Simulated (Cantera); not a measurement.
## Adiabatic ignition

An adiabatic, constant-pressure homogeneous reactor starts with 20.0 % H2, 6.65 % O2, 73.3 % N2, 0.134 % NO, at 1725 K and 5.00 bar.

Detailed kinetics in Cantera: GRI-Mech 3.0 (53 species, 325 reactions). The hydrogen kinetics of GRI-Mech 3.0 are dated; newer H2 mechanisms differ, most at raised pressure.

```json
[
 {"t (s)": "2.00e-6", "T (K)": "1730", "x H2": "0.193", "x O2": "0.0636", "x NO": "0.00134", "x N2": "0.733", "x H": "0.00397", "x N2O": "1.35e-7"},
 {"t (s)": "5.87e-6", "T (K)": "2180", "x H2": "0.0648", "x O2": "0.00392", "x NO": "0.00141", "x N2": "0.756", "x H": "0.0446", "x N2O": "1.08e-7"},
 {"t (s)": "1.72e-5", "T (K)": "2448", "x H2": "0.0678", "x O2": "0.00115", "x NO": "0.00147", "x N2": "0.772", "x H": "0.0197", "x N2O": "8.98e-8"},
 {"t (s)": "5.05e-5", "T (K)": "2569", "x H2": "0.0694", "x O2": "0.000245", "x NO": "0.00146", "x N2": "0.780", "x H": "0.00842", "x N2O": "1.05e-7"},
 {"t (s)": "0.000148", "T (K)": "2605", "x H2": "0.0700", "x O2": "8.65e-5", "x NO": "0.00134", "x N2": "0.782", "x H": "0.00499", "x N2O": "1.22e-7"},
 {"t (s)": "0.000435", "T (K)": "2609", "x H2": "0.0698", "x O2": "7.98e-5", "x NO": "0.00109", "x N2": "0.782", "x H": "0.00476", "x N2O": "1.03e-7"},
 {"t (s)": "0.00128", "T (K)": "2612", "x H2": "0.0695", "x O2": "8.23e-5", "x NO": "0.000759", "x N2": "0.782", "x H": "0.00479", "x N2O": "7.93e-8"},
 {"t (s)": "0.00374", "T (K)": "2613", "x H2": "0.0693", "x O2": "8.38e-5", "x NO": "0.000573", "x N2": "0.783", "x H": "0.00480", "x N2O": "6.97e-8"},
 {"t (s)": "0.0110", "T (K)": "2613", "x H2": "0.0693", "x O2": "8.39e-5", "x NO": "0.000556", "x N2": "0.783", "x H": "0.00481", "x N2O": "6.90e-8"},
 {"t (s)": "0.0322", "T (K)": "2613", "x H2": "0.0693", "x O2": "8.39e-5", "x NO": "0.000556", "x N2": "0.783", "x H": "0.00481", "x N2O": "6.90e-8"},
 {"t (s)": "0.0945", "T (K)": "2613", "x H2": "0.0693", "x O2": "8.39e-5", "x NO": "0.000556", "x N2": "0.783", "x H": "0.00481", "x N2O": "6.90e-8"},
 {"t (s)": "0.277", "T (K)": "2613", "x H2": "0.0693", "x O2": "8.39e-5", "x NO": "0.000556", "x N2": "0.783", "x H": "0.00481", "x N2O": "6.90e-8"},
 {"t (s)": "0.813", "T (K)": "2613", "x H2": "0.0693", "x O2": "8.39e-5", "x NO": "0.000556", "x N2": "0.783", "x H": "0.00481", "x N2O": "6.90e-8"},
 {"t (s)": "2.39", "T (K)": "2613", "x H2": "0.0693", "x O2": "8.39e-5", "x NO": "0.000556", "x N2": "0.783", "x H": "0.00481", "x N2O": "6.90e-8"},
 {"t (s)": "7.00", "T (K)": "2613", "x H2": "0.0693", "x O2": "8.39e-5", "x NO": "0.000556", "x N2": "0.783", "x H": "0.00481", "x N2O": "6.90e-8"}
]
```
x: mole fraction; the columns are a selection and need not sum to one.

```yaml
time_of_steepest_temperature_rise: 2.88 µs
temperature at 7.00 s: 2613 K
equilibrium_temperature: 2613 K
x(H2) at 7.00 s: 0.0693 (gas-phase equilibrium 0.0693)
x(O2) at 7.00 s: 8.39e-5 (gas-phase equilibrium 8.39e-5)
x(NO) at 7.00 s: 0.000556 (gas-phase equilibrium 0.000556)
```
